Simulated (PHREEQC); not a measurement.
Consider water at 73 °C with 0.0078 mol H3PO4 and 0.0028 mol NaF per kg of water. Closed to the air; pH follows from the charge balance.

Computed with PHREEQC (ion-association model, phreeqc.dat).

```
Item                           Result
--------------------  ---------------
pH                               2.62
ionic strength        0.00539 mol/kgw
specific conductance       2650 µS/cm
total alkalinity         -7.80 meq/kg
```

```json
[
 {"species": "H2PO4-", "molality": "0.00509", "activity": "0.00468", "log γ": "-0.036"},
 {"species": "Na+", "molality": "0.00280", "activity": "0.00257", "log γ": "-0.037"},
 {"species": "H3PO4", "molality": "0.00271", "activity": "0.00271", "log γ": "0.001"},
 {"species": "H+", "molality": "0.00259", "activity": "0.00240", "log γ": "-0.034"},
 {"species": "HF", "molality": "0.00250", "activity": "0.00250", "log γ": "0.001"},
 {"species": "F-", "molality": "0.000297", "activity": "0.000272", "log γ": "-0.038"},
 {"species": "HF2-", "molality": "3.23e-6", "activity": "2.96e-6", "log γ": "-0.038"}
]
```

This is a speciation only: nothing precipitates in the calculation. Constants without temperature data keep their 25 °C values here.
